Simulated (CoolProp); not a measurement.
Water at several states: fugacity coefficient from the reference equation and from simpler models built on Tc = 647.1 K, pc = 22.06 MPa, ω = 0.344; each cubic takes its own stable root.

The numbers come from the reference Helmholtz-energy equation of state, Wagner 2002 in CoolProp.

```
T (K)  p (MPa)          phase  reference
-----  -------  -------------  ---------
903       13.8            gas     0.9453
986.5     67.1  supercritical     0.8354
683.6     3.68            gas     0.9552
872.6     1.83            gas     0.9915
```

Q: How far does each simpler model (van der Waals, Redlich-Kwong) lie from the reference over these 4 states: mean and median of the absolute difference, and the worst?

A: 
- van der Waals: mean 3.4 %, median 1.4 %, worst -10.8 % at 986.5 K and 67.1 MPa
- Redlich-Kwong: mean 2.3 %, median 1.2 %, worst -6.4 % at 986.5 K and 67.1 MPa
